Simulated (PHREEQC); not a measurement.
Consider water at 50 °C with 0.34 mol/kgw CuSO4, 0.0003 mol/kgw H2SO4 and 0.22 mol/kgw NaCl. Closed to the air; pH follows from the charge balance.

Computed with PHREEQC (ion-association model, wateq4f.dat).

```
quantity                         before   after
-------------------------------  ------  ------
pH                                 4.00    4.19
ionic strength (mol/kgw)          0.837   0.837
Na+ (mol/kgw)                     0.191   0.191
Cl- (mol/kgw)                     0.174   0.174
SO4-2 (mol/kgw)                   0.162   0.162
NaSO4- (mol/kgw)                 0.0295  0.0295
SI of Mirabilite (Na2SO4:10H2O)   -3.39   -3.39
SI of Halite (NaCl)               -3.50   -3.50
```

**Question.** Name the change that produced these shifts.
(A) diluted 100-fold with water
(B) temperature from 50 to 25 °C
(C) H2SO4 left out
(D) CuSO4 left out

**Answer.** C, H2SO4 left out

This is a speciation only: nothing precipitates in the calculation. The ionic strength passes 0.7 mol/kgw, the rough limit of the ion-association models, in every such run. Some of these states are supersaturated (in Atacamite, Tenorite (slow to form), for instance). Away from 25 °C the constants follow the database's enthalpies or fits; those with neither stay at their 25 °C values.
